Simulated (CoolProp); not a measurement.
Octamethyltrisiloxane (MDM) along the isotherm 301.85 °C: density (kg/m³) from the reference equation and from simpler models built on Tc = 292.2 °C, pc = 1438 kPa, ω = 0.528; each cubic takes its own stable root.

Computed with CoolProp (reference Helmholtz-energy equation of state, Thol 2017).

```json
[
 {"p (kPa)": "6.82", "phase": "gas", "reference": "0.3379", "ideal gas": "0.3374", "van der Waals": "0.3379"},
 {"p (kPa)": "10.3", "phase": "gas", "reference": "0.5107", "ideal gas": "0.5096", "van der Waals": "0.5106"},
 {"p (kPa)": "15.5", "phase": "gas", "reference": "0.7695", "ideal gas": "0.7669", "van der Waals": "0.7692"},
 {"p (kPa)": "23.4", "phase": "gas", "reference": "1.164", "ideal gas": "1.158", "van der Waals": "1.163"},
 {"p (kPa)": "35.3", "phase": "gas", "reference": "1.760", "ideal gas": "1.746", "van der Waals": "1.759"},
 {"p (kPa)": "53.3", "phase": "gas", "reference": "2.668", "ideal gas": "2.637", "van der Waals": "2.665"},
 {"p (kPa)": "80.4", "phase": "gas", "reference": "4.049", "ideal gas": "3.978", "van der Waals": "4.043"},
 {"p (kPa)": "121", "phase": "gas", "reference": "?", "ideal gas": "5.986", "van der Waals": "6.137"},
 {"p (kPa)": "183", "phase": "gas", "reference": "?", "ideal gas": "9.054", "van der Waals": "?"},
 {"p (kPa)": "276", "phase": "gas", "reference": "?", "ideal gas": "?", "van der Waals": "14.49"},
 {"p (kPa)": "416", "phase": "gas", "reference": "22.81", "ideal gas": "20.58", "van der Waals": "22.59"},
 {"p (kPa)": "628", "phase": "gas", "reference": "36.76", "ideal gas": "?", "van der Waals": "36.16"},
 {"p (kPa)": "947", "phase": "gas", "reference": "62.91", "ideal gas": "46.85", "van der Waals": "61.01"},
 {"p (kPa)": "1430", "phase": "gas", "reference": "136.2", "ideal gas": "70.75", "van der Waals": "?"},
 {"p (kPa)": "2160", "phase": "supercritical", "reference": "409.4", "ideal gas": "106.9", "van der Waals": "300.0"}
]
```

Task: Fill in the missing entries.

Result: 
- 121, reference: 6.151
- 183, reference: 9.441
- 183, van der Waals: 9.406
- 276, reference: 14.57
- 276, ideal gas: 13.66
- 628, ideal gas: 31.07
- 1430, van der Waals: 130.0
